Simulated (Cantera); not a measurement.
Feed: 1 mol trisilylamine, 1.6 mol NH₃, equilibrated at 1552 °C and 10.0 mbar.

Equilibrium computed with Cantera from the NASA thermochemical tables; the gas is ideal and each condensed phase is pure. Candidate condensed phases: Si, Si₃N₄; 18 gas species. The feed counts by its element totals alone. Gases not in the tables: Si₂H₆ and higher silanes. Equilibrium is a limit: real reactors are often held back by kinetics, nucleation or transport.

Base state: H₂ 0.837, N₂ 0.158, H 0.00403, Si 0.000455, SiH 4.42e-5, SiH₂ 2.98e-5, Si₂N 1.17e-5 (mole fractions); condensed: Si(l).

### Question
What changes in the equilibrium state with this change: temperature from 1552 °C to 1102 °C?

### Answer
```json
[
 {"species": "H₂", "before": "0.837", "after": "1.000"},
 {"species": "N₂", "before": "0.158", "after": "0.000322"},
 {"species": "H", "before": "0.00403", "after": "3.43e-5"},
 {"species": "SiH₂", "before": "2.98e-5", "after": "2.58e-7"},
 {"species": "Si₂N", "before": "1.17e-5", "after": "<1e-9"},
 {"species": "Si", "before": "0.000455", "after": "4.11e-8"},
 {"species": "SiH", "before": "4.42e-5", "after": "2.31e-8"},
 {"species": "Si(l), mol", "before": "3.00", "after": "0"},
 {"species": "Si(s), mol", "before": "0", "after": "1.05"},
 {"species": "Si₃N₄(s), mol", "before": "0", "after": "0.649"}
]
```
Mutual solubility and eutectic melting of coexisting phases are not modelled.
